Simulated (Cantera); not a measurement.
Cantera run:

```python
import numpy as np
import cantera as ct

gas_names = [...]  # 143 gases of nasa_gas.yaml made of C, Cl, F, H, Si
cond_names = """
    C(gr) C6H6(L) C7H8(L) C8H18(L),n-octa Si(cr) Si(L) SiC(b)
""".split()


# ... load() reads the species with a 1 bar reference pressure and builds the phases ...
atoms = {
    'CF4': {'C': 1, 'F': 4},
    'HCl': {'H': 1, 'CL': 1},
    'H2': {'H': 2},
    'Si': {'Si': 1},
}
top_T = {'C(gr)': 4500, 'SiC(b)': 3050}  # K; cautious upper limits of use, not melting points


# ... equilibrate(T, P, feed) seeds the gas with the atoms and calls Mixture.equilibrate('TP', solver="vcs", rtol=1e-11, max_steps=5000) ...
results = []
feed = {'CF4': 1, 'HCl': 1.6, 'H2': 0.13, 'Si': 0.45}  # mol
T = 1023.15  # K
P = 300  # Pa
mix = equilibrate(T, P, feed)
results.append((T, P, feed, dict(zip(mix.species_names, mix.species_moles))))
print(gas.report(threshold=0.0001))
for i in range(1, mix.n_phases):
    print(f"{mix.phase(i).name:16s} {mix.phase_moles(i):12.5e} mol")
```

Output:

```
       temperature   1023.1 K
          pressure   300 Pa
           density   0.0017956 kg/m^3
  mean mol. weight   50.917 kg/kmol
   phase of matter   gas

                          1 kg             1 kmol
                     ---------------   ---------------
          enthalpy       -8.3514e+06       -4.2523e+08  J
   internal energy       -8.5185e+06       -4.3374e+08  J
           entropy            6404.6        3.2611e+05  J/K
    Gibbs function       -1.4904e+07       -7.5889e+08  J
 heat capacity c_p            978.98             49847  J/K
 heat capacity c_v            815.69             41533  J/K

                      mass frac. Y      mole frac. X     chem. pot. / RT
                     ---------------   ---------------   ---------------
             CCLF3         0.0051597         0.0025151            -134.5
               CF4           0.18098           0.10471           -154.08
                CL         0.0023046         0.0033101           -18.546
               CL2           0.15416           0.11071           -37.091
               HCL           0.22335           0.31193           -42.161
                HF           0.12379           0.31505           -61.747
              SiF4           0.31007           0.15169           -237.02
     [ +136 minor]        0.00018484        7.7563e-05

C(gr)             6.81673e-01 mol
Si(cr)            0.00000e+00 mol
SiC(b)            0.00000e+00 mol
```

Equilibrium computed with Cantera from the NASA thermochemical tables; the gas is ideal and each condensed phase is pure. Gases not in the tables: C2F6 and larger saturated fluorocarbons.
